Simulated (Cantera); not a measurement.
What does this Cantera script print?

```python
import numpy as np
import cantera as ct

gas = ct.Solution("gri30.yaml")


def delay(T, t_max=10):
    gas.TPX = T, 240000, {'CO': 1, 'H2': 0.14, 'O2': 0.648, 'N2': 2.44, 'H2O': 0.12}
    reactor = ct.IdealGasConstPressureReactor(gas, clone=False)
    net = ct.ReactorNet([reactor])
    net.rtol, net.atol = 1e-8, 1e-16
    while net.time < t_max:
        t_old, T_old = net.time, reactor.T
        net.step()
        if reactor.T > T + 400:  # ignition: a rise of 400 K
            return t_old + (T + 400 - T_old) / (reactor.T - T_old) * (net.time - t_old)
    return np.nan


taus = []
for T in [1125, 1175, 1225, 1275, 1325, 1375, 1425, 1475, 1525, 1575]:
    taus.append(delay(T))
    print(f"T0 = {T:6g} K   tau = {taus[-1]:.4e} s")
```

Result:

```
T0 =   1125 K   tau = 1.1629e-04 s
T0 =   1175 K   tau = 6.8448e-05 s
T0 =   1225 K   tau = 4.7982e-05 s
T0 =   1275 K   tau = 3.6976e-05 s
T0 =   1325 K   tau = 3.0241e-05 s
T0 =   1375 K   tau = 2.5777e-05 s
T0 =   1425 K   tau = 2.2664e-05 s
T0 =   1475 K   tau = 2.0422e-05 s
T0 =   1525 K   tau = 1.8783e-05 s
T0 =   1575 K   tau = 1.7584e-05 s
```

Model: GRI-Mech 3.0 (53 species, 325 reactions), integrated in Cantera. The hydrogen kinetics of GRI-Mech 3.0 are dated; newer H2 mechanisms differ, most at raised pressure. Where the delays flatten at high temperature, the 400 K rule measures the pace of heat release, not the induction time.
